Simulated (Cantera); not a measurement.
A Cantera script and what it prints.

```python
import numpy as np
import cantera as ct

gas_names = """
    H H2 N NH NH2 NH3 N2 N2H2 N2H4 Pb Pb2
""".split()
cond_names = """
    Pb(cr) Pb(L)
""".split()


def load(file, names, dense=False):
    # The tables refer to 1 bar. Condensed volumes are neglected.
    table = {s.name: s for s in ct.Species.list_from_file(file)}
    out = []
    for n in names:
        d = dict(table[n].input_data)
        d["thermo"] = dict(d["thermo"], **{"reference-pressure": 1e5})
        if dense:
            d["equation-of-state"] = {"model": "constant-volume", "density": "1e6 g/cm^3"}
        out.append(ct.Species.from_dict(d))
    return out


gas = ct.Solution(thermo="ideal-gas", species=load("nasa_gas.yaml", gas_names))
cond = {s.name: ct.Solution(thermo="fixed-stoichiometry", species=[s], name=s.name)
        for s in load("nasa_condensed.yaml", cond_names, dense=True)}
atoms = {
    'Pb': {'Pb': 1},
    'NH3': {'N': 1, 'H': 3},
    'N2': {'N': 2},
}
top_T = {}  # K; cautious upper limits of use, not melting points


def equilibrate(T, P, feed):
    n = {}
    for name, mol in feed.items():
        for a, k in atoms[name].items():
            n[a] = n.get(a, 0.0) + k * mol
    gas.TPX = T, P, n
    mass = sum(n.values()) * gas.mean_molecular_weight
    gas.equilibrate("TP")
    valid = [c for c in cond.values() if c.min_temp <= T <= top_T.get(c.name, c.max_temp)]
    mix = ct.Mixture([(gas, mass / gas.mean_molecular_weight)] + [(c, 0.0) for c in valid])
    mix.T, mix.P = T, P
    mix.equilibrate("TP", solver="vcs", rtol=1e-11, max_steps=5000)
    return mix


results = []
feed = {'Pb': 1, 'NH3': 4, 'N2': 150}  # mol
T = 800  # K
P = 1333.22  # Pa
mix = equilibrate(T, P, feed)
results.append((T, P, feed, dict(zip(mix.species_names, mix.species_moles))))
print(gas.report(threshold=0.0001))
for i in range(1, mix.n_phases):
    print(f"{mix.phase(i).name:16s} {mix.phase_moles(i):12.5e} mol")
```

Output:

```
       temperature   800 K
          pressure   1333.2 Pa
           density   0.0054173 kg/m^3
  mean mol. weight   27.028 kg/kmol
   phase of matter   gas

                          1 kg             1 kmol
                     ---------------   ---------------
          enthalpy        5.5619e+05        1.5032e+07  J
   internal energy        3.1008e+05        8.3808e+06  J
           entropy              9469        2.5593e+05  J/K
    Gibbs function        -7.019e+06       -1.8971e+08  J
 heat capacity c_p            1160.3             31360  J/K
 heat capacity c_v            852.65             23045  J/K

                      mass frac. Y      mole frac. X     chem. pot. / RT
                     ---------------   ---------------   ---------------
                H2         0.0028325          0.037974           -24.569
                N2           0.99713           0.96202           -28.677
     [   +9 minor]        3.5509e-05        4.8974e-06

Pb(L)             9.99272e-01 mol
```

Equilibrium computed with Cantera from the NASA thermochemical tables; the gas is ideal and each condensed phase is pure.
